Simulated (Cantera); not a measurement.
**Reactions in the system H-N-O-P**

Cantera with NASA thermochemical tables; ideal gases at 1 bar, condensed phases pure. Values are per mole of reaction as written; species without (g) are pure solids or liquids, kept so even where they would boil at 1 bar.

5 NO2(g) + 3 H(g) + 4 PH3(g) → 5 NH3(g) + P4O10

```tsv
T (K)	ΔH° (kJ)	ΔS° (J/K)	ΔG° (kJ)	log10 K
300	-4086.4	-1193.6	-3728.3	649.14
450	-4084.2	-1188.3	-3549.5	412.00
475	-4083.3	-1186.4	-3519.8	387.06
500	-4082.3	-1184.3	-3490.2	364.61
525	-4081.1	-1182.0	-3460.6	344.30
550	-4079.8	-1179.6	-3431.1	325.85
575	-4078.4	-1177.1	-3401.6	309.01
```
